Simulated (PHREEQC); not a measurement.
## Copper plating or etch bath: speciation

A solution holds 0.0061 mol/kgw Cu(NO3)2 and 0.004 mol/kgw H2SO4, at 25 °C. Closed to the air; pH follows from the charge balance.

The numbers come from PHREEQC with the ion-association model, phreeqc.dat.

- pH = 2.20
- ionic strength = 0.0254 mol/kgw
- specific conductance = 3830 µS/cm
- total alkalinity = -8.00 meq/kg

```csv
species,molality,activity,log γ
NO3-,0.0122,0.0104,-0.070
H+,0.00710,0.00625,-0.055
Cu+2,0.00532,0.00301,-0.247
SO4-2,0.00232,0.00128,-0.259
HSO4-,0.000904,0.000776,-0.066
CuSO4,0.000780,0.000785,0.003
CuOH+,5.62e-9,4.81e-9,-0.067
```

No solid was allowed to form. Species that the database lacks are ignored.
